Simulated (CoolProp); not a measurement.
R404A along the isotherm 205 K: density (kg/m³) from the reference equation and from simpler models built on Tc = 345.3 K, pc = 3.735 MPa, ω = 0.293; each cubic takes its own stable root.

Computed with CoolProp (reference Helmholtz-energy equation of state, Lemmon 2003). It is a pseudo-pure fit of the blend.

```tsv
p (MPa)	phase	reference
0.0477	liquid	1372
0.0771	liquid	1372
0.125	liquid	1372
0.201	liquid	1373
0.325	liquid	1373
0.525	liquid	1373
0.848	liquid	1374
1.37	liquid	1375
2.21	liquid	1377
```

How far does each simpler model (Redlich-Kwong, Soave-Redlich-Kwong) lie from the reference over these 9 states: mean and median of the absolute difference, and the worst?


- Redlich-Kwong: mean 24.9 %, median 15.6 %, worst -99.8 % at 205 K and 0.0477 MPa
- Soave-Redlich-Kwong: mean 12.6 %, median 12.6 %, worst -12.6 % at 205 K and 0.0477 MPa

At some of these states Redlich-Kwong gives the other phase, because its saturation line lies elsewhere.
